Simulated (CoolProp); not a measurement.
Properties of C2F6 (R116) along the isotherm 281.3 K.

The numbers come from the reference Helmholtz-energy equation of state, Lemmon 2006 in CoolProp. It is a short technical equation, of lower accuracy than the large ones.

| p (kPa) | phase | density (kg/m³) | cp (kJ/(kg K)) | cv (kJ/(kg K)) | isothermal compressibility (1/MPa) | viscosity (µPa s) |
|---|---|---|---|---|---|---|
| 327 | gas | 20.15 | 0.7640 | 0.6903 | 3.198 | 13.3 |
| 653 | gas | 42.25 | 0.7897 | 0.6978 | 1.691 | 13.3 |
| 980 | gas | 67.08 | 0.8246 | 0.7064 | 1.207 | 13.4 |
| 1310 | gas | 95.93 | 0.8759 | 0.7170 | 0.9888 | 13.6 |
| 1630 | gas | 129.4 | 0.9568 | 0.7302 | 0.9000 | 13.9 |
| 1960 | gas | 174.1 | 1.124 | 0.7499 | 0.9209 | 14.7 |
| 2610 | liquid | 1066 | 1.597 | 0.7620 | 0.06089 | 89.7 |
| 2940 | liquid | 1086 | 1.499 | 0.7589 | 0.04894 | 94.3 |
| 3270 | liquid | 1102 | 1.433 | 0.7568 | 0.04128 | 98.3 |
| 3590 | liquid | 1115 | 1.386 | 0.7552 | 0.03602 | 102 |
| 3920 | liquid | 1128 | 1.349 | 0.7540 | 0.03196 | 105 |
| 4240 | liquid | 1139 | 1.319 | 0.7530 | 0.02888 | 108 |
| 4570 | liquid | 1149 | 1.294 | 0.7522 | 0.02633 | 111 |

Viscosity comes from a separate model (Huber 2003), an estimate that may be off by 10 % or more.
